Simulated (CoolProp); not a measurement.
Vapour-liquid equilibrium of R134a (1) + R123 (2) at 0.174 bar; x and y are mole fractions of (1).

The numbers come from the multi-fluid Helmholtz-energy mixture model, Tillner-Roth 1994 and Younglove 1994; pair parameters Bell 2016 in CoolProp.

| x | bubble temperature, mixture model (K) | bubble temperature, Raoult's law (K) | y, mixture model | y, Raoult's law |
|---|---|---|---|---|
| 0.05 | 249.6 | 252.4 | 0.460 | 0.370 |
| 0.2 | 233.3 | 238.4 | 0.830 | 0.769 |
| 0.35 | 226.0 | 230.4 | 0.914 | 0.889 |
| 0.5 | 221.9 | 225.0 | 0.947 | 0.942 |
| 0.65 | 219.2 | 221.0 | 0.966 | 0.970 |
| 0.8 | 217.2 | 217.9 | 0.980 | 0.986 |
| 0.95 | 215.2 | 215.3 | 0.994 | 0.997 |

The largest gap from Raoult's law is -5.1 K in bubble temperature, at x = 0.2. No azeotrope shows between x = 0.05 and 0.95.

The pair parameters rest on a limited set of measurements; away from them the model extrapolates.
